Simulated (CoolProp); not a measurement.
Model: reference Helmholtz-energy equation of state, Thol 2015, in CoolProp.

Problem. For octamethylcyclotetrasiloxane (D4), give the phase and the cp (kJ/(kg K)), isothermal compressibility (1/MPa), fugacity coefficient at 620 K and 259 kPa; 620 K and 466 kPa; 620 K and 622 kPa.

Solution. 
- 620 K and 259 kPa: gas; cp 2.06, isothermal compressibility 4.10, fugacity coefficient 0.946
- 620 K and 466 kPa: gas; cp 2.07, isothermal compressibility 2.41, fugacity coefficient 0.904
- 620 K and 622 kPa: gas; cp 2.09, isothermal compressibility 1.90, fugacity coefficient 0.872
